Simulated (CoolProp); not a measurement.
C2F6 (R116) at 363.4 K and 2.05 MPa is throttled through a valve to 0.423 MPa with no heat exchange. Each further row changes one setting.

Values from CoolProp's reference Helmholtz-energy equation of state, Lemmon 2006. It is a short technical equation, of lower accuracy than the large ones.

```tsv
case	temperature change (K)	final density (kg/m³)
as stated	-8.7	20.3
outlet pressure 0.127 MPa	-10.2	6.01
outlet pressure 0.55 MPa	-8.0	26.5
```
